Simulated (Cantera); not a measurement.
Premixed flame

A freely propagating, adiabatic, planar premixed flame of CH4 : O2 : N2 = 1 : 1.33 : 5.01 (molar parts), equivalence ratio 1.5, unburnt at 650 K and 750 Torr; mixture-averaged transport, grid criteria slope 0.08 and curve 0.16, no radiation.

Model: GRI-Mech 3.0 (53 species, 325 reactions), integrated in Cantera. Burning velocities carry a grid error of a few per cent, more on coarse grids.

| z (mm) | T (K) | u (m/s) | x CH4 | x O2 | x CH3 | x O | x CH2 | x C2H4 |
|---|---|---|---|---|---|---|---|---|
| -1.81 | 651 | 0.647 | 0.136 | 0.180 | 2.42e-8 | <1e-8 | <1e-8 | 1.72e-7 |
| -1.21 | 656 | 0.656 | 0.134 | 0.179 | 2.74e-7 | <1e-8 | <1e-8 | 2.93e-6 |
| -0.906 | 675 | 0.681 | 0.131 | 0.176 | 1.42e-6 | <1e-8 | <1e-8 | 1.85e-5 |
| -0.604 | 777 | 0.795 | 0.121 | 0.167 | 1.49e-5 | 3.92e-8 | <1e-8 | 0.000158 |
| -0.302 | 1176 | 1.23 | 0.0841 | 0.126 | 0.000442 | 4.10e-6 | 6.01e-8 | 0.00118 |
| -0.151 | 1531 | 1.63 | 0.0492 | 0.0831 | 0.00228 | 3.44e-5 | 3.61e-6 | 0.00226 |
| 0 | 1859 | 2.01 | 0.0169 | 0.0368 | 0.00405 | 0.000112 | 4.54e-5 | 0.00162 |
| 0.151 | 2029 | 2.21 | 0.00407 | 0.0116 | 0.00223 | 0.000114 | 6.81e-5 | 0.000341 |
| 0.302 | 2090 | 2.27 | 0.00121 | 0.00333 | 0.000875 | 6.77e-5 | 3.78e-5 | 4.93e-5 |
| 0.604 | 2123 | 2.31 | 0.000268 | 0.000350 | 0.000192 | 3.04e-5 | 9.02e-6 | 2.38e-6 |
| 1.21 | 2135 | 2.32 | 5.64e-5 | 2.38e-5 | 3.38e-5 | 1.75e-5 | 1.44e-6 | 1.20e-7 |
| 2.42 | 2141 | 2.32 | 9.00e-6 | 1.08e-5 | 4.50e-6 | 1.17e-5 | 1.64e-7 | <1e-8 |
| 4.83 | 2144 | 2.33 | 7.56e-7 | 7.14e-6 | 3.15e-7 | 7.85e-6 | <1e-8 | <1e-8 |
x: mole fraction of selected species; z is measured from the peak of heat release.

```
Item                          Value
------------------------  ---------
laminar burning velocity  64.4 cm/s
thermal thickness          0.604 mm
peak x(CH3)                 0.00408
peak x(O)                  0.000127
peak x(CH2)                 7.10e-5
peak x(C2H4)                0.00237
```
